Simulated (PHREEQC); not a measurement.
**Copper plating or etch bath with nickel, zinc or cadmium bath: speciation**

Solution A (15 mmol/kgw Cu(NO3)2, 20 mmol/kgw HBF4 and 27 mmol/kgw H3BO3) is mixed with solution B (1.2 mmol/kgw NiCl2 and 2.6 mmol/kgw H3BO3) at 35 °C; shares are by mass of water, 1 kg in all. Oxygen is held at 0.21 atm. CO2 from the air is kept out. Solids allowed: Cu(OH)2, Atacamite, Cu2(OH)3NO3, Ni(OH)2, CuF2:2H2O. Others were left out.

The series has 11 steps of share of solution B, from 0 to 1.

All values are PHREEQC results (ion-association model, wateq4f.dat), not measurements.

Problem. Between which two steps does the pH jump most, and from what to what?

Solution. Between share of solution B = 0.9 and 1: from 2.71 to 5.84.

Real BF4- forms and hydrolyses slowly; the run takes it at equilibrium.
